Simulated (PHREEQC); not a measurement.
Make-up at 30 °C: 0.52 mol NaHCO3, 5e-05 mol Na2B4O7 and 0.0015 mol LiCl per kg of water. Closed to the air; pH follows from the charge balance.

Equilibrium calculation in PHREEQC: ion-association model, wateq4f.dat.

Each row changes one thing in this solution. This is a speciation only: nothing precipitates in the calculation.

```
case                                             pH  ionic strength (mol/kgw)  Na+ (mol/kgw)  HCO3- (mol/kgw)  NaHCO3 (mol/kgw)  CO2 (mol/kgw)  SI of Nahcolite (NaHCO3)  SI of Natron (Na2CO3:10H2O)
---------------------------------------------  ----  ------------------------  -------------  ---------------  ----------------  -------------  ------------------------  ---------------------------
as made                                        7.70                     0.465          0.460            0.445            0.0508         0.0121                     -0.49                        -3.03
NaHCO3 from 0.52 to 0.052 mol/kgw              8.06                    0.0529         0.0509           0.0495          0.000944       0.000741                     -2.27                        -5.26
NaHCO3 from 0.52 to 0.26 mol/kgw               7.82                     0.244          0.241            0.233            0.0160        0.00526                     -1.02                        -3.66
temperature from 30 to 5 °C                    8.09                     0.470          0.464            0.451            0.0532        0.00768                     -0.23                        -1.85
LiCl from 0.0015 to 0.00135 mol/kgw            7.70                     0.465          0.460            0.445            0.0508         0.0121                     -0.49                        -3.03
NaHCO3 replaced by KHCO3 at the same molality  7.96                     0.529        8.61e-5            0.505           1.05e-5        0.00728                     -4.17                       -10.18
```

At this temperature some constants are extrapolated from 25 °C, and those without enthalpy data are left unchanged.
